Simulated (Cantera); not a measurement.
Feed: 1 mol CsCl, 0.14 mol HCl, 120 mol H₂, at 1798.15 K and 10000 Pa.

Equilibrium computed with Cantera from the NASA thermochemical tables; the gas is ideal and each condensed phase is pure. Candidate condensed phases: Cs, CsCl; 9 gas species. The numbers say what is thermodynamically allowed, not how fast it happens.

Base state: H₂ 0.989, CsCl 0.00773, HCl 0.00167, H 0.00111, Cs 0.000515 (mole fractions); condensed: gas only.

**Question.** What changes in the equilibrium state with this change: temperature from 1798.15 K to 1898 K?

**Answer.** 
```tsv
species	before	after
H₂	0.989	0.987
CsCl	0.00773	0.00736
H	0.00111	0.00246
Cs	0.000515	0.000881
HCl	0.00167	0.00203
```
